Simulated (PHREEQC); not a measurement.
HCl is added in steps, without added water, to 1 kg of water holding 0.0035 mol PbCl2, 9.1e-05 mol NaCl and 0.011 mol Cu(NO3)2, at 25 °C. O2 is buffered at 0.21 atm. CO2 is held at log p = -3.4 (atm). Nothing may precipitate in this run.

Base run: PHREEQC, ion-association model, wateq4f.dat. Each further column changes one thing. The table gives pH.

| HCl added (mol) | base | Davies equation for every ion | all activity coefficients set to 1 |
|---|---|---|---|
| 0 | 4.71 | 4.73 | 4.60 |
| 0.00012 | 3.98 | 3.99 | 3.91 |
| 0.00024 | 3.68 | 3.70 | 3.62 |
| 0.0003 | 3.59 | 3.60 | 3.52 |
| 0.00042 | 3.44 | 3.46 | 3.38 |
| 0.00054 | 3.33 | 3.35 | 3.27 |
| 0.00066 | 3.25 | 3.26 | 3.18 |
| 0.00078 | 3.17 | 3.19 | 3.11 |
| 0.0009 | 3.11 | 3.13 | 3.05 |
| 0.00096 | 3.08 | 3.10 | 3.02 |
| 0.00108 | 3.03 | 3.05 | 2.97 |
| 0.0012 | 2.99 | 3.00 | 2.92 |

 In at least one series the solution becomes supersaturated in solids that the run did not let form, among them Atacamite.
